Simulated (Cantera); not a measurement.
A Cantera script and its output.

```python
import numpy as np
import cantera as ct

gas = ct.Solution("gri30.yaml")


def delay(T, t_max=10):
    gas.TPX = T, 101325, {'C3H8': 1, 'O2': 2.78, 'N2': 8.33}
    reactor = ct.IdealGasReactor(gas, clone=False)
    net = ct.ReactorNet([reactor])
    net.rtol, net.atol = 1e-8, 1e-16
    while net.time < t_max:
        t_old, T_old = net.time, reactor.T
        net.step()
        if reactor.T > T + 400:  # ignition: a rise of 400 K
            return t_old + (T + 400 - T_old) / (reactor.T - T_old) * (net.time - t_old)
    return np.nan


taus = []
for T in [1300, 1350, 1400, 1450, 1500, 1550, 1600, 1650]:
    taus.append(delay(T))
    print(f"T0 = {T:6g} K   tau = {taus[-1]:.4e} s")
```

It prints:

```
T0 =   1300 K   tau = 8.0168e-04 s
T0 =   1350 K   tau = 3.7067e-04 s
T0 =   1400 K   tau = 1.8885e-04 s
T0 =   1450 K   tau = 1.0521e-04 s
T0 =   1500 K   tau = 6.3500e-05 s
T0 =   1550 K   tau = 4.1104e-05 s
T0 =   1600 K   tau = 2.8255e-05 s
T0 =   1650 K   tau = 2.0437e-05 s
```

Computed with Cantera and GRI-Mech 3.0 (53 species, 325 reactions). GRI-Mech 3.0 was tuned for natural gas; its chemistry of propane as a main component is partial and can be far from experiment.
